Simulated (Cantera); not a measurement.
Input: 1 mol TiO2, 3.8 mol CH4, 0.066 mol CO, equilibrated at 2523 K and 0.0133 bar.

Method: chemical equilibrium by Gibbs-energy minimisation in Cantera with the NASA 1993 tables (ideal gas, pure condensed phases). Candidate condensed phases: C, C6H6, C7H8, C8H18, H2O, Ti, TiC, TiO, TiO2, Ti2O3, Ti3O5, Ti4O7; 113 gas species. TiC: taken at fixed stoichiometry. Equilibrium is a limit: real reactors are often held back by kinetics, nucleation or transport.

What is the equilibrium state?


```
Property                                Result
-----------------------------------  ---------
x(H2)                                    0.611
x(CO)                                    0.194
x(H)                                     0.188
x(C2H2 (acetylene))                    0.00727
x(Ti)                                 0.000169
x(C2H)                                0.000169
x(C3)                                  5.31e-5
x(C4H2)                                3.58e-5
x(C)                                   1.71e-5
n(C(graphite))                       0.639 mol
n(TiC(s))                            0.998 mol
gas amount                           10.67 mol
log10 activity of Ti(l) (absent)         -2.99
log10 activity of Ti2O3(l) (absent)     -16.16
log10 activity of Ti3O5(l) (absent)     -26.68
```
